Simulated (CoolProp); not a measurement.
Tetrahydrofuran along the isobar 4.36 MPa: Z from the reference equation and from simpler models built on Tc = 540.2 K, pc = 5.304 MPa, ω = 0.234; each cubic takes its own stable root.

Computed with CoolProp (reference Helmholtz-energy equation of state, Fiedler 2023).

| T (K) | phase | reference |
|---|---|---|
| 368.1 | liquid | 0.1273 |
| 380.9 | liquid | 0.1254 |
| 393.6 | liquid | 0.1238 |
| 406.4 | liquid | 0.1224 |
| 419.2 | liquid | 0.1214 |
| 431.9 | liquid | 0.1207 |
| 444.7 | liquid | 0.1204 |
| 457.5 | liquid | 0.1204 |
| 470.2 | liquid | 0.1209 |
| 483 | liquid | 0.1222 |
| 495.8 | liquid | 0.1244 |

Question: How far does each simpler model (van der Waals, Soave-Redlich-Kwong) lie from the reference over these 11 states: mean and median of the absolute difference, and the worst?

Answer: 
- van der Waals: mean 60.0 %, median 59.5 %, worst +62.9 % at 495.8 K and 4.36 MPa
- Soave-Redlich-Kwong: mean 10.2 %, median 9.3 %, worst +16.4 % at 495.8 K and 4.36 MPa
